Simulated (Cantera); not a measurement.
Mixture: C₃H₈ : O₂ : N₂ : H₂O = 1 : 3.85 : 14.5 : 5.2 (molar parts), at 150000 Pa, adiabatic and at constant volume. Ignition delay is the time to a rise of 400 K.

Detailed kinetics in Cantera: GRI-Mech 3.0 (53 species, 325 reactions). GRI-Mech 3.0 was tuned for natural gas; its chemistry of propane as a main component is partial and can be far from experiment.

Problem. Predict: delay at 1025 K; delay at 1075 K; delay at 1125 K; delay at 1175 K; delay at 1225 K; delay at 1275 K; delay at 1325 K; apparent activation energy between 1225 and 1325 K.

Solution. 
```
Property                                                Result
--------------------------------------------------  ----------
delay at 1025 K                                        0.279 s
delay at 1075 K                                        90.3 ms
delay at 1125 K                                        29.9 ms
delay at 1175 K                                        10.4 ms
delay at 1225 K                                        3.86 ms
delay at 1275 K                                        1.56 ms
delay at 1325 K                                       0.689 ms
apparent activation energy between 1225 and 1325 K  230 kJ/mol
```
